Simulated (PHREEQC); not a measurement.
Make-up at 25 °C: 12 mmol/kgw HF, 30 mmol/kgw NH4HF2, 0.0022 mmol/kgw H4SiO4 and 84 mmol/kgw HCl. Closed to the air; pH follows from the charge balance.

The numbers come from PHREEQC with the ion-association model, wateq4f.dat.

Precipitation was switched off in this run.

Q: Order these F species by the share of F that they hold, largest first: H2F2, F-, HF, HF2-.

A: HF (76 %), H2F2 (22 %), F- (1.5 %), HF2- (0.62 %)

The pH is 1.34 and the ionic strength 0.0853 mol/kgw. Complexes and solids missing from the database can't appear. wateq4f.dat counts part of the HF as a dimer, H2F2, which phreeqc.dat doesn't know; its constant is uncertain. SiF6-2 is the database's only silicon fluoride.
